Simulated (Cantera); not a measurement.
Input: 1 mol MgO, 14 mol Cl2, 0.32 mol O2, held at 1700 K and 0.00750 Torr.

Equilibrium computed with Cantera from the NASA thermochemical tables; the gas is ideal and each condensed phase is pure. Candidate condensed phases: Mg, MgCl2, MgO; 11 gas species. Equilibrium is a limit: real reactors are often held back by kinetics, nucleation or transport.

Base state: Cl 0.933, MgCl2 0.0359, O2 0.0283, O 0.00238, Cl2 0.000236, MgCl 2.70e-5, Mg 2.49e-5 (mole fractions); condensed: gas only.

Problem. What changes in the equilibrium state with this change: temperature from 1700 K to 875 K?

Solution. 
| species | before | after |
|---|---|---|
| Cl2 | 0.000236 | 0.959 |
| O2 | 0.0283 | 0.0238 |
| Cl | 0.933 | 0.0143 |
| MgCl2 | 0.0359 | 0.00322 |
| O | 0.00238 | <1e-9 |
| MgCl | 2.70e-5 | <1e-9 |
| Mg | 2.49e-5 | <1e-9 |
| MgO(s), mol | 0 | 0.954 |

Problem. What changes in the equilibrium state with this change: O2 from 0.32 to 18 mol?

Solution. 
```json
[
 {"species": "Cl", "before": "0.933", "after": "0.569"},
 {"species": "O2", "before": "0.0283", "after": "0.400"},
 {"species": "MgCl2", "before": "0.0359", "after": "0.0218"},
 {"species": "O", "before": "0.00238", "after": "0.00894"},
 {"species": "Cl2", "before": "0.000236", "after": "8.77e-5"},
 {"species": "ClO", "before": "9.72e-6", "after": "2.23e-5"}
]
```
